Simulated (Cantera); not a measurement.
# Moist CO burnout

An isothermal, constant-pressure homogeneous reactor starts with CO : O2 : H2O : N2 = 0.013 : 0.0052 : 0.00018 : 1 (molar parts), equivalence ratio 1.2, at 1473 K and 780000 Pa.

Computed with Cantera and GRI-Mech 3.0 (53 species, 325 reactions).

| t (s) | x CO | x O2 | x H2O | x H | x N2O | x H2O2 |
|---|---|---|---|---|---|---|
| 0.000300 | 0.0128 | 0.00511 | 0.000177 | 3.84e-8 | 3.17e-9 | 2.41e-12 |
| 0.00103 | 0.0122 | 0.00479 | 0.000162 | 1.10e-5 | 1.13e-6 | 4.04e-9 |
| 0.00354 | 0.00499 | 0.00116 | 0.000144 | 3.19e-5 | 4.15e-6 | 3.20e-9 |
| 0.0122 | 0.00263 | 3.38e-5 | 0.000155 | 1.28e-5 | 5.20e-7 | 1.96e-10 |
| 0.0418 | 0.00256 | 9.17e-7 | 0.000160 | 1.45e-6 | 3.56e-8 | 2.34e-12 |
| 0.144 | 0.00256 | 9.60e-8 | 0.000161 | 2.75e-7 | 5.19e-9 | <1e-12 |
| 0.493 | 0.00256 | 1.28e-8 | 0.000161 | 9.13e-8 | 1.57e-9 | <1e-12 |
| 1.69 | 0.00256 | 7.55e-10 | 0.000161 | 6.18e-8 | 9.52e-10 | <1e-12 |
| 5.82 | 0.00256 | 2.54e-10 | 0.000161 | 5.07e-8 | 5.65e-10 | <1e-12 |
| 20.0 | 0.00255 | 1.11e-10 | 0.000161 | 3.53e-8 | 1.85e-10 | <1e-12 |
x: mole fraction; the columns are a selection and need not sum to one.

Equilibrium at this temperature and pressure: CO 0.00255, O2 2.22e-11, H2O 0.000161, H 1.84e-8, N2O 2.39e-12, H2O2 <1e-12 (gas phase only).
